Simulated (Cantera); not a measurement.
Ignition delay

Mixture: 20.1 % CH3OH, 16.8 % O2, 63.1 % N2, equivalence ratio 1.8, at 9.87 atm, adiabatic and at constant pressure. Ignition delay is the time to a rise of 400 K.

Detailed kinetics in Cantera: GRI-Mech 3.0 (53 species, 325 reactions). GRI-Mech 3.0 was tuned for natural gas; its chemistry of methanol as a main component is partial and can be far from experiment.

| T0 (K) | delay (ms) |
|---|---|
| 1400 | 0.0754 |
| 1475 | 0.0328 |
| 1550 | 0.0159 |
| 1625 | 0.00844 |
| 1700 | 0.00483 |

```yaml
apparent activation energy between 1550 and 1700 K: 170 kJ/mol
```
